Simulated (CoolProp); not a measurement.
A single-stage vapour-compression cycle with dimethyl ether: evaporating at 288.15 K (dew point), condensing at 319.15 K (bubble point), superheat 0 K, subcooling 5 K, compressor efficiency 0.85, no pressure losses. Each further row changes one setting.

Values from CoolProp's reference Helmholtz-energy equation of state, Wu 2011.

```csv
case,cooling COP,pressure ratio,discharge temperature (K),refrigerating effect (kJ/kg),volumetric capacity (kJ/m³)
as stated,(withheld),2.37,330.1,351,3270
evaporating temperature 293.15 K,(withheld),2.03,328.1,356,3840
condensing temperature 314.15 K,8.70,(withheld),323.7,363,3390
subcooling 10 K,7.39,2.37,330.1,363,3390
superheat 10 K,7.11,2.37,(withheld),(withheld),3260
compressor efficiency 0.75,(withheld),2.37,(withheld),351,3270
```

Problem. Some entries are withheld; supply them.

Solution. 
- as stated, cooling COP: 7.13
- evaporating temperature 293.15 K, cooling COP: 8.80
- condensing temperature 314.15 K, pressure ratio: 2.09
- superheat 10 K, discharge temperature (K): 340.3
- superheat 10 K, refrigerating effect (kJ/kg): 367
- compressor efficiency 0.75, cooling COP: 6.29
- compressor efficiency 0.75, discharge temperature (K): 333.7
